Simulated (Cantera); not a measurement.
Input: 1 mol BaF2, 18 mol H2O, 6.3 mol N2, equilibrated at 1.60e-6 bar.

Cantera equilibrium calculation (NASA polynomials, part measured and part estimated; ideal gas, pure solids and liquids). Candidate condensed phases: Ba, BaF2, BaO, Ba(OH)2, H2O; 45 gas species. The numbers say what is thermodynamically allowed, not how fast it happens.

Question: At 1350 °C, list the 7 most abundant gas species with their mole fractions, and the condensed phases.

Answer: H2O 0.631, N2 0.240, H2 0.0324, HF 0.0259, BaF2 0.0214, O2 0.0178, H 0.00984. Condensed: BaO(s).
